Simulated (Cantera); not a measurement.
## Si + Br₂ + N₂ (silicon etching in halogen gases)

A closed system holds: 1 mol Si, 2.6 mol Br₂, a varied amount of N₂, held at 773.15 K and 0.100 bar.

Equilibrium computed with Cantera from the NASA thermochemical tables; the gas is ideal and each condensed phase is pure. Candidate condensed phases: Br₂, Si, Si₃N₄; 13 gas species. Kinetics and transport are ignored.

From 0.68 mol N₂ to 46 mol N₂ nothing is condensed. The main Si-bearing gas is SiBr₄ throughout.

```tsv
n(N₂) (mol)	x N₂	x SiBr₄	x Br₂	x Br
0.68	0.298	0.439	0.263	0.000295
1	0.385	0.385	0.231	0.000277
1.6	0.500	0.312	0.187	0.000249
2.4	0.600	0.250	0.150	0.000223
3.7	0.698	0.189	0.113	0.000194
5.6	0.778	0.139	0.0832	0.000166
8.5	0.842	0.0990	0.0593	0.000140
13	0.890	0.0685	0.0410	0.000117
20	0.926	0.0463	0.0277	9.59e-5
30	0.949	0.0316	0.0189	7.93e-5
46	0.966	0.0210	0.0126	6.46e-5
```
x: gas mole fraction; nothing condenses.
